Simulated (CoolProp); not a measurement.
Properties of CHF3 (R23) at several states.

Computed with CoolProp (reference Helmholtz-energy equation of state, Penoncello 2003).

```
T (K)  p (kPa)   phase  cp (kJ/(kg K))  viscosity (µPa s)
-----  -------  ------  --------------  -----------------
275.2     9720  liquid           1.491                112
389.1      175     gas          0.8616               19.0
467       11.8     gas          0.9532               22.3
222.3     7830  liquid           1.275                210
```

Viscosity comes from a separate model (Shan 2000).
